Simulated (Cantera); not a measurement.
Feed: 1 mol SiO₂, 5.1 mol C, 0.43 mol CO, equilibrated at 6.30 mbar.

These are equilibrium values from Cantera (NASA tables, ideal gas, pure condensed phases), not measurements of a reactor. Candidate condensed phases: C, Si, SiC, SiO₂; 20 gas species. The tables hold silica as quartz up to 1696 K and as liquid above; real silica turns to tridymite and cristobalite and melts near 1996 K. Rates play no part.

Over these rows the condensed part is C(graphite) + SiO₂(β-quartz). Partial pressures as log10 of bar:

| T (K) | 1000/T (1/K) | log p CO₂ | log p CO |
|---|---|---|---|
| 950 | 1.0526 | -4.19 | -2.21 |
| 1025 | 0.9756 | -4.87 | -2.20 |
| 1100 | 0.9091 | ? | -2.20 |
| 1175 | 0.8511 | -5.97 | -2.20 |
| 1250 | 0.8000 | -6.42 | -2.20 |
| 1325 | 0.7547 | -6.81 | -2.20 |

Q: Fit log p(CO₂) = a + b·(1000/T) to the five rows, give the apparent enthalpy, and predict the row at 1100 K.

A: Means: 1000/T = 0.8868, log p = -5.652. Sxy = 0.542828, Sxx = 0.0616342, so b = 8.81 and a = -5.652 − (8.81)×0.8868 = -13.46.
Apparent enthalpy: −19.145 × (8.81) = -169 kJ/mol. With the condensed phases at unit activity, 2 CO(g) = CO₂(g) + C(graphite) links this pressure to the main gases: over the six rows their terms move log p by +0.02 in all, so the slope is close to that reaction's ΔH°. The five rows lie within 0.01 of the line.
Prediction at 1100 K: -13.46 + (8.81)×0.9091 = -5.45. The computed value is -5.46, 0.01 from the line.
